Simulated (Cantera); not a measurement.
What does this Cantera script print?

```python
import numpy as np
import cantera as ct

gas = ct.Solution("gri30.yaml")
gas.TPX = 775, 1000000, {'CH4': 1, 'H2': 0.17, 'O2': 5.21, 'N2': 19.6, 'CO2': 0.08}
inlet = ct.Reservoir(gas, clone=True)
gas.equilibrate("HP")  # start burning
reactor = ct.IdealGasConstPressureReactor(gas, energy="on", clone=False)
exhaust = ct.Reservoir(gas, clone=True)
tau = [0.047, 0.021, 0.0095, 0.0042, 0.0019, 0.00086, 0.00038, 0.00017, 7.7e-05, 3.5e-05, 1.6e-05, 7e-06][0]
for a, b in ((inlet, reactor), (reactor, exhaust)):
    ct.MassFlowController(a, b, mdot=lambda t: reactor.mass / tau)
net = ct.ReactorNet([reactor])
show = ['CH4', 'H2', 'O2', 'C2H2', 'H']

rows = []
print(f"{'tau/s':>10s}{'T/K':>9s}" + "".join(f"{s:>11s}" for s in show))
for tau in [0.047, 0.021, 0.0095, 0.0042, 0.0019, 0.00086, 0.00038, 0.00017, 7.7e-05, 3.5e-05, 1.6e-05, 7e-06]:
    net.initial_time = 0.0
    net.advance(30 * tau)
    before = gas.X
    net.advance(40 * tau)
    drift = np.max(np.abs(gas.X - before) / (gas.X + 1e-9))
    rows.append([gas.T, *gas[show].X, drift])
    print(f"{tau:10.3e}{gas.T:9.1f}" + "".join(f"{x:11.3e}" for x in gas[show].X))
```

Output:

```
     tau/s      T/K        CH4         H2         O2       C2H2          H
 4.700e-02   1681.1  1.068e-05  7.584e-06  1.203e-01  3.897e-09  2.782e-07
 2.100e-02   1679.8  1.971e-05  1.331e-05  1.204e-01  1.007e-08  5.459e-07
 9.500e-03   1677.6  3.563e-05  2.376e-05  1.205e-01  2.317e-08  1.102e-06
 4.200e-03   1673.6  6.593e-05  4.426e-05  1.207e-01  5.070e-08  2.311e-06
 1.900e-03   1666.1  1.234e-04  8.403e-05  1.212e-01  1.045e-07  4.753e-06
 8.600e-04   1650.6  2.504e-04  1.722e-04  1.221e-01  2.245e-07  9.565e-06
 3.800e-04   1593.1  8.378e-04  5.484e-04  1.260e-01  8.626e-07  1.727e-05
 1.700e-04    775.0  3.837e-02  6.523e-03  1.999e-01  5.619e-20  1.996e-16
 7.700e-05    775.0  3.837e-02  6.523e-03  1.999e-01 -2.913e-24  1.532e-16
 3.500e-05    775.0  3.837e-02  6.523e-03  1.999e-01  1.335e-29  1.270e-16
 1.600e-05    775.0  3.837e-02  6.523e-03  1.999e-01 -2.104e-33  1.137e-16
 7.000e-06    775.0  3.837e-02  6.523e-03  1.999e-01  9.039e-39  1.069e-16
```

Detailed kinetics in Cantera: GRI-Mech 3.0 (53 species, 325 reactions).
